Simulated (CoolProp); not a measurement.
Ethylene along the isobar 64.2 bar: fugacity coefficient from the reference equation and from simpler models built on Tc = 282.4 K, pc = 50.42 bar, ω = 0.087; each cubic takes its own stable root.

The numbers come from the reference Helmholtz-energy equation of state, Smukala 2000 in CoolProp.

| T (K) | phase | reference |
|---|---|---|
| 133.3 | liquid | 0.001258 |
| 158.7 | liquid | 0.009909 |
| 184.1 | liquid | 0.04045 |
| 209.5 | liquid | 0.1099 |
| 234.9 | liquid | 0.2277 |
| 260.3 | liquid | 0.3897 |
| 285.7 | supercritical | 0.5738 |
| 311.1 | supercritical | 0.6990 |
| 336.5 | supercritical | 0.7687 |
| 361.9 | supercritical | 0.8186 |

Problem. How far does each simpler model (van der Waals, Redlich-Kwong, Soave-Redlich-Kwong) lie from the reference over these 10 states: mean and median of the absolute difference, and the worst?

Solution. 
- van der Waals: mean 249.3 %, median 36.1 %, worst +1577.3 % at 133.3 K and 64.2 bar
- Redlich-Kwong: mean 5.0 %, median 2.7 %, worst -19.8 % at 133.3 K and 64.2 bar
- Soave-Redlich-Kwong: mean 0.9 %, median 0.7 %, worst +2.3 % at 234.9 K and 64.2 bar
